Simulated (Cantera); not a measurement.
An adiabatic, constant-pressure homogeneous reactor starts with CH4 : O2 : N2 = 1 : 1.18 : 4.42 (molar parts), at 1823 K and 4.93 atm. Integrator tolerance rtol = 1e-08.

Cantera simulation using GRI-Mech 3.0 (53 species, 325 reactions); the numbers are that mechanism's predictions, not measurements.

Question: What does this change do: constant volume in place of constant pressure?

Answer: 
| quantity | before | after |
|---|---|---|
| time of steepest temperature rise | 27.7 µs | 25.0 µs |
| temperature at 0.300 s | 2908 K | 3128 K |
| equilibrium temperature | 2908 K | 3128 K |
| x(CH4) at 0.300 s | 1.67e-11 (gas-phase equilibrium 1.91e-11) | 3.72e-11 (gas-phase equilibrium 4.26e-11) |
| x(O2) at 0.300 s | 0.000426 (gas-phase equilibrium 0.000426) | 0.000863 (gas-phase equilibrium 0.000863) |
| x(C2H6) at 0.300 s | <1e-12 (gas-phase equilibrium <1e-12) | <1e-12 (gas-phase equilibrium <1e-12) |
| x(NO) at 0.300 s | 0.00166 (gas-phase equilibrium 0.00166) | 0.00306 (gas-phase equilibrium 0.00306) |
| x(C2H) at 0.300 s | <1e-12 (gas-phase equilibrium <1e-12) | <1e-12 (gas-phase equilibrium <1e-12) |
| x(HO2) at 0.300 s | 6.19e-7 (gas-phase equilibrium 6.19e-7) | 1.81e-6 (gas-phase equilibrium 1.81e-6) |
| x(NO2) at 0.300 s | 1.03e-7 (gas-phase equilibrium 1.03e-7) | 3.27e-7 (gas-phase equilibrium 3.27e-7) |
Above 3000 K some thermodynamic fits are extrapolated.

Question: What does this change do: N2 4.42 to 9.7 parts?

Answer: 
| quantity | before | after |
|---|---|---|
| time of steepest temperature rise | 27.7 µs | 49.9 µs |
| temperature at 0.300 s | 2908 K | 2563 K |
| equilibrium temperature | 2908 K | 2563 K |
| x(CH4) at 0.300 s | 1.67e-11 (gas-phase equilibrium 1.91e-11) | 1.13e-11 (gas-phase equilibrium 1.28e-11) |
| x(O2) at 0.300 s | 0.000426 (gas-phase equilibrium 0.000426) | 2.65e-5 (gas-phase equilibrium 2.65e-5) |
| x(C2H6) at 0.300 s | <1e-12 (gas-phase equilibrium <1e-12) | <1e-12 (gas-phase equilibrium <1e-12) |
| x(NO) at 0.300 s | 0.00166 (gas-phase equilibrium 0.00166) | 0.000284 (gas-phase equilibrium 0.000284) |
| x(C2H) at 0.300 s | <1e-12 (gas-phase equilibrium <1e-12) | <1e-12 (gas-phase equilibrium <1e-12) |
| x(HO2) at 0.300 s | 6.19e-7 (gas-phase equilibrium 6.19e-7) | 2.84e-8 (gas-phase equilibrium 2.84e-8) |
| x(NO2) at 0.300 s | 1.03e-7 (gas-phase equilibrium 1.03e-7) | 5.92e-9 (gas-phase equilibrium 5.92e-9) |
